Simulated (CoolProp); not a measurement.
A single-stage vapour-compression cycle with R236EA: evaporating at 271.15 K (dew point), condensing at 339.15 K (bubble point), superheat 2 K, subcooling 5 K, compressor efficiency 0.7, no pressure losses. Each further row changes one setting.

Computed with CoolProp (reference Helmholtz-energy equation of state, Rui 2013).

```json
[
 {"case": "as stated", "cooling COP": "1.90", "pressure ratio": "9.85", "discharge temperature (K)": "340.1", "refrigerating effect (kJ/kg)": "90.8", "volumetric capacity (kJ/m³)": "452"},
 {"case": "evaporating temperature 276.15 K", "cooling COP": "2.17", "pressure ratio": "7.95", "discharge temperature (K)": "339.6", "refrigerating effect (kJ/kg)": "94.6", "volumetric capacity (kJ/m³)": "575"},
 {"case": "condensing temperature 334.15 K", "cooling COP": "2.16", "pressure ratio": "8.63", "discharge temperature (K)": "335.8", "refrigerating effect (kJ/kg)": "97.5", "volumetric capacity (kJ/m³)": "485"},
 {"case": "subcooling 10 K", "cooling COP": "2.04", "pressure ratio": "9.85", "discharge temperature (K)": "340.1", "refrigerating effect (kJ/kg)": "97.5", "volumetric capacity (kJ/m³)": "485"},
 {"case": "superheat 12 K", "cooling COP": "1.97", "pressure ratio": "9.85", "discharge temperature (K)": "350.7", "refrigerating effect (kJ/kg)": "99.2", "volumetric capacity (kJ/m³)": "473"},
 {"case": "compressor efficiency 0.6", "cooling COP": "1.63", "pressure ratio": "9.85", "discharge temperature (K)": "347.8", "refrigerating effect (kJ/kg)": "90.8", "volumetric capacity (kJ/m³)": "452"}
]
```
